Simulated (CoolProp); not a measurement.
Properties of C2F6 (R116) at several states.

Computed with CoolProp (reference Helmholtz-energy equation of state, Lemmon 2006). It is a short technical equation, of lower accuracy than the large ones.

| T (°C) | p (MPa) | phase | Z | cv (kJ/(kg K)) | expansivity (1/kK) | conductivity (mW/(m K)) |
|---|---|---|---|---|---|---|
| 109.65 | 1.46 | gas | 0.9387 | 0.8377 | ? | ? |
| -84.55 | 0.129 | liquid | ? | ? | ? | ? |
| 45.35 | 0.0574 | gas | 0.9953 | ? | 3.192 | 16.4 |
| -31.35 | 0.0734 | gas | 0.9846 | 0.6186 | 4.354 | ? |

Problem. Some entries are withheld; supply them.

Solution. 
- 109.65, expansivity (1/kK): 3.337
- 109.65, conductivity (mW/(m K)): 21.9
- -84.55, Z: 0.006951
- -84.55, cv (kJ/(kg K)): 0.6209
- -84.55, expansivity (1/kK): 2.645
- -84.55, conductivity (mW/(m K)): 78.8
- 45.35, cv (kJ/(kg K)): 0.7427
- -31.35, conductivity (mW/(m K)): 10.6

Thermal conductivity comes from a separate model (Huber 2003), an estimate that may be off by 10 % or more.
